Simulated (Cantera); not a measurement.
Chemical vapour transport: Fe₂O₃ + H₂O + N₂ + Cl₂

Feed: 1 mol Fe₂O₃, 1.8 mol H₂O, 0.099 mol N₂, a varied amount of Cl₂, held at 1023 K and 0.100 bar.

Cantera equilibrium calculation (NASA polynomials, part measured and part estimated; ideal gas, pure solids and liquids). Candidate condensed phases: Fe, FeCl₂, FeCl₃, FeO, Fe(OH)₂, Fe(OH)₃, Fe₂O₃, Fe₃O₄, H₂O, NH₄Cl; 37 gas species. Kinetics and transport are ignored.

From 0.028 mol Cl₂ to 0.92 mol Cl₂ the condensed part is Fe₂O₃(s). The main Fe-bearing gas is FeCl₂ at 0.028 mol Cl₂ and FeCl₃ at 0.92 mol Cl₂.

| n(Cl₂) (mol) | log p H₂O | log p HCl | log p O₂ | log p N₂ | log p Cl₂ | log p Cl | log p FeCl₃ | n Fe₂O₃(s) |
|---|---|---|---|---|---|---|---|---|
| 0.028 | -1.04 | -2.54 | -3.14 | -2.29 | -6.15 | -6.34 | -9.15 | 1.00 |
| 0.046 | -1.05 | -2.33 | -2.93 | -2.30 | -5.62 | -6.07 | -8.51 | 1.00 |
| 0.076 | -1.07 | -2.12 | -2.73 | -2.31 | -5.08 | -5.81 | -7.86 | 1.00 |
| 0.12 | -1.09 | -1.94 | -2.54 | -2.32 | -4.60 | -5.56 | -7.27 | 1.000 |
| 0.21 | -1.14 | -1.73 | -2.33 | -2.35 | -4.01 | -5.27 | -6.55 | 1.000 |
| 0.34 | -1.21 | -1.56 | -2.16 | -2.39 | -3.52 | -5.03 | -5.94 | 1.000 |
| 0.56 | -1.33 | -1.41 | -2.01 | -2.44 | -3.03 | -4.78 | -5.31 | 1.000 |
| 0.92 | -1.52 | -1.29 | -1.89 | -2.51 | -2.55 | -4.54 | -4.68 | 1.000 |
log p: log10 of the partial pressure in bar; n: condensed amount in mol.
